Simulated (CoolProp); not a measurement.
The fluid at 336.6 K and 1.63 MPa expands adiabatically to 0.372 MPa with isentropic efficiency 0.85. The same conditions are run with several fluids, on thermodynamics alone (safety and materials aside).

Computed with CoolProp (reference Helmholtz-energy equation of state of each fluid (ethylene: Smukala 2000; R143a: Lemmon and Jacobsen 2000; R410A: Lemmon 2003; R507A: Lemmon 2003; sulfur hexafluoride: Guder 2009)). Blends and air are pseudo-pure fits.

**Question.** Rank ethylene, R143a, R410A, R507A, sulfur hexafluoride by work (kJ/kg), highest first.

**Answer.** ethylene (103), R410A (38.4), R143a (33.0), R507A (28.4), sulfur hexafluoride (20.6)

```csv
fluid,final temperature (K),final density (kg/m³)
ethylene,260.5,4.98
R143a,285.1,14.3
R410A,274.0,12.7
R507A,288.8,16.5
sulfur hexafluoride,297.7,22.9
```
